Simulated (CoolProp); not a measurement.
Computed with CoolProp (reference Helmholtz-energy equation of state, Span 2000).

Question: Give the vapour pressure (bar), liquid density (kg/m³), vapour density (kg/m³), liquid viscosity (µPa s) of saturated nitrogen at 81.4, 84.1, 113.5 K.

Answer: 
```csv
T (K),p (bar),liquid density (kg/m³),vapour density (kg/m³),liquid viscosity (µPa s)
81.4,1.59,787,7.00,138
84.1,2.10,775,9.05,125
113.5,17.9,592,78.9,49.9
```

Viscosity comes from a separate model (Lemmon 2004).
